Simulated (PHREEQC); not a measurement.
Consider water at 20 °C with 0.09 mol/kgw HNO3, 0.014 mol/kgw AlCl3 and 0.0023 mol/kgw KCl. It is in equilibrium with CO2 at log p = -3.4 (atm). Otherwise closed; pH follows from the charge balance.

The numbers come from PHREEQC with the ion-association model, phreeqc.dat.

```json
[
 {"quantity": "pH", "before": "1.14", "after": "1.43"},
 {"quantity": "HCO3- (mol/kgw)", "before": "1.18e-10", "after": "2.17e-10"},
 {"quantity": "SI of Sylvite (KCl)", "before": "-5.15", "after": "-5.69"}
]
```

### Question
Which change was made?
A. temperature from 20 to 40 °C
B. AlCl3 replaced by FeCl3 at the same molality
C. HNO3 left out
D. diluted 2-fold with water
E. diluted 100-fold with water

### Answer
D, diluted 2-fold with water

No solid was allowed to form.
